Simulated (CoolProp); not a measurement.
A single-stage vapour-compression cycle with propylene: evaporating at 193.15 K (dew point), condensing at 254.15 K (bubble point), superheat 10 K, subcooling 2 K, compressor efficiency 0.85, no pressure losses. Each further row changes one setting.

The numbers come from the reference Helmholtz-energy equation of state, Lemmon 2013 in CoolProp.

| case | cooling COP | pressure ratio | discharge temperature (K) | refrigerating effect (kJ/kg) | volumetric capacity (kJ/m³) |
|---|---|---|---|---|---|
| as stated | 2.11 | 18.1 | 326.5 | 355 | 156 |
| evaporating temperature 198.15 K | (withheld) | (withheld) | (withheld) | 361 | 212 |
| condensing temperature 249.15 K | 2.35 | (withheld) | (withheld) | 367 | 161 |
| subcooling 7 K | 2.18 | 18.1 | 326.5 | 367 | 161 |
| superheat 20 K | (withheld) | 18.1 | 338.2 | (withheld) | 154 |
| compressor efficiency 0.75 | 1.86 | 18.1 | 339.7 | 355 | 156 |

**Question.** Some entries are withheld; supply them.

**Answer.** 
- evaporating temperature 198.15 K, cooling COP: 2.41
- evaporating temperature 198.15 K, pressure ratio: 13.2
- evaporating temperature 198.15 K, discharge temperature (K): 318.6
- condensing temperature 249.15 K, pressure ratio: 15.2
- condensing temperature 249.15 K, discharge temperature (K): 318.4
- superheat 20 K, cooling COP: 2.09
- superheat 20 K, refrigerating effect (kJ/kg): 368
